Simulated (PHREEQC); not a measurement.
Make-up at 25 °C: 57 mmol/kgw NaHS. Closed to the air; pH follows from the charge balance.

Equilibrium calculation in PHREEQC: ion-association model, wateq4f.dat.

```
quantity                   before     after
------------------------  -------  --------
pH                           9.60      9.20
ionic strength (mol/kgw)   0.0570    0.0571
H2S (mol/kgw)             9.88e-5  0.000150
```

Q: Which change was made?
(A) NaHS replaced by NH4HS at the same molality
(B) NaHS from 0.057 to 0.285 mol/kgw
(C) 0.0034 mol/kgw TMAH added
(D) temperature from 25 to 45 °C

A: D, temperature from 25 to 45 °C

Precipitation was switched off in this run. At this temperature some constants are extrapolated from 25 °C, and those without enthalpy data are left unchanged.
